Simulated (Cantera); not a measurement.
What does this Cantera script print?

```python
import numpy as np
import cantera as ct

gas = ct.Solution("gri30.yaml")
gas.TP = 300, 140000
flame = ct.CounterflowDiffusionFlame(gas, width=0.02)
flame.fuel_inlet.X, flame.fuel_inlet.T = {'CO': 1, 'H2': 1.4}, 550
flame.oxidizer_inlet.X, flame.oxidizer_inlet.T = {'O2': 0.26, 'N2': 0.74}, 675
flame.set_refine_criteria(ratio=3, slope=0.12, curve=0.24, prune=0.03)
show = ['OH', 'H', 'NO', 'CO']

rows = []
print(f"{'mdot':>8s}{'a_max':>10s}{'a_mean':>10s}{'Tmax/K':>9s}" + "".join(f"{s:>11s}" for s in show) + "   (peak mole fractions)")
for i, mdot in enumerate([0.84, 1.2, 1.7, 2.4, 3.3, 4.7, 6.6, 9.3, 13]):  # kg/m2/s on the oxidiser side
    flame.oxidizer_inlet.mdot, flame.fuel_inlet.mdot = mdot, 0.66 * mdot
    flame.solve(loglevel=0, auto=(i == 0))
    if flame.T.max() < max(550, 675) + 100:
        print(f"{mdot:8.3g}  no burning solution found from the previous one")
        break
    dT = np.abs(np.gradient(flame.T, flame.grid))
    rows.append([flame.strain_rate("max"), flame.strain_rate("mean"), flame.T.max(),
                 *(flame.X[gas.species_index(s)].max() for s in show), max(dT[0], dT[-1]) / dT.max()])
    print(f"{mdot:8.3g}{rows[-1][0]:10.1f}{rows[-1][1]:10.1f}{rows[-1][2]:9.1f}" + "".join(f"{x:11.3e}" for x in rows[-1][3:-1]))
```

It prints:

```
    mdot     a_max    a_mean   Tmax/K         OH          H         NO         CO   (peak mole fractions)
    0.84     464.3     128.4   2623.8  2.362e-02  1.307e-02  1.401e-03  4.560e-01
     1.2     648.8     183.5   2592.5  2.399e-02  1.430e-02  9.979e-04  4.555e-01
     1.7     900.5     259.9   2555.6  2.432e-02  1.582e-02  7.004e-04  4.549e-01
     2.4    1246.3     367.0   2512.5  2.473e-02  1.772e-02  4.820e-04  4.545e-01
     3.3    1688.9     504.6   2464.8  2.492e-02  1.973e-02  3.314e-04  4.550e-01
     4.7    2361.2     718.6   2403.6  2.487e-02  2.223e-02  2.127e-04  4.547e-01
     6.6    3253.3    1009.2   2341.5  2.467e-02  2.494e-02  1.422e-04  4.540e-01
     9.3    4509.8    1422.0   2277.5  2.431e-02  2.786e-02  9.807e-05  4.534e-01
      13    6205.7    1987.7   2213.5  2.379e-02  3.091e-02  7.212e-05  4.532e-01
```

Detailed kinetics in Cantera: GRI-Mech 3.0 (53 species, 325 reactions). The maximum strain rate includes the flame's own expansion and is several times the mean.
